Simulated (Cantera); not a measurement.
## Ammonia decomposition in nitride growth gas

A perfectly stirred reactor is fed with NH₃ : H₂ = 1 : 13 (molar parts), at 0.987 atm; it is held at 1825 K, and followed from long to short residence time.

Cantera simulation using the gas-phase N/H chemistry of the illustrative SiF4/NH3 mechanism in the Surface Chemkin manual (1991); the numbers are that mechanism's predictions, not measurements. Walls and surfaces, which speed up NH3 decomposition in real reactors, are not modelled.

| τ (s) | x NH₃ | x H₂ | x N₂ | x NH | x N₂H₂ | x N | x NH₂ |
|---|---|---|---|---|---|---|---|
| 23 | 0.00915 | 0.961 | 0.0290 | 2.15e-7 | 1.49e-9 | 1.79e-8 | 1.08e-5 |
| 7.2 | 0.0161 | 0.958 | 0.0258 | 3.55e-7 | 4.28e-9 | 2.85e-8 | 1.85e-5 |
| 2.2 | 0.0279 | 0.951 | 0.0203 | 5.50e-7 | 1.12e-8 | 4.19e-8 | 3.02e-5 |
| 0.68 | 0.0435 | 0.943 | 0.0130 | 7.61e-7 | 2.37e-8 | 5.45e-8 | 4.44e-5 |
| 0.21 | 0.0580 | 0.935 | 0.00625 | 9.19e-7 | 3.75e-8 | 6.25e-8 | 5.64e-5 |
| 0.065 | 0.0664 | 0.931 | 0.00232 | 9.85e-7 | 4.55e-8 | 6.47e-8 | 6.25e-5 |
| 0.020 | 0.0698 | 0.929 | 0.000713 | 9.59e-7 | 4.59e-8 | 6.07e-8 | 6.33e-5 |
| 0.0061 | 0.0710 | 0.928 | 0.000172 | 7.98e-7 | 3.70e-8 | 4.57e-8 | 5.82e-5 |
x: mole fraction; the columns are a selection and need not sum to one.
